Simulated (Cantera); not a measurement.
Feed: 1 mol Fe2O3, 0.48 mol C, 5.2 mol N2, held at 2173.15 K and 18000 Pa.

These are equilibrium values from Cantera (NASA tables, ideal gas, pure condensed phases), not measurements of a reactor. Candidate condensed phases: C, Fe, Fe(CO)5, FeO, Fe2O3, Fe3O4; 27 gas species. The tables' stoichiometric FeO is somewhat more stable than real wüstite, so its field is too wide. FeO: taken at fixed stoichiometry. Equilibrium is a limit: real reactors are often held back by kinetics, nucleation or transport.

Base state: N2 0.906, CO2 0.0736, CO 0.0102, O2 0.00724, NO 0.00236, O 0.000456, FeO 0.000168, Fe 0.000154 (mole fractions); condensed: FeO(l).

### Question
What changes in the equilibrium state with this change: temperature from 2173.15 K to 1800 K?

### Answer
```tsv
species	before	after
N2	0.906	0.915
CO2	0.0736	0.0821
CO	0.0102	0.00242
FeO	0.000168	8.71e-7
Fe	0.000154	5.76e-7
O	0.000456	4.72e-6
O2	0.00724	0.000270
NO	0.00236	0.000161
FeO(l), mol	2.00	1.85
Fe3O4(s), mol	0	0.0497
```
Mutual solubility and eutectic melting of coexisting phases are not modelled.

### Question
What changes in the equilibrium state with this change: C from 0.48 to 0.31 mol?

### Answer
```json
[
 {"species": "N2", "before": "0.906", "after": "0.908"},
 {"species": "CO2", "before": "0.0736", "after": "0.0509"},
 {"species": "O2", "before": "0.00724", "after": "0.0320"},
 {"species": "CO", "before": "0.0102", "after": "0.00335"},
 {"species": "FeO", "before": "0.000168", "after": "0.000168"},
 {"species": "NO", "before": "0.00236", "after": "0.00497"},
 {"species": "Fe", "before": "0.000154", "after": "7.30e-5"},
 {"species": "O", "before": "0.000456", "after": "0.000959"},
 {"species": "FeO(l), mol", "before": "2.00", "after": "2.00"}
]
```
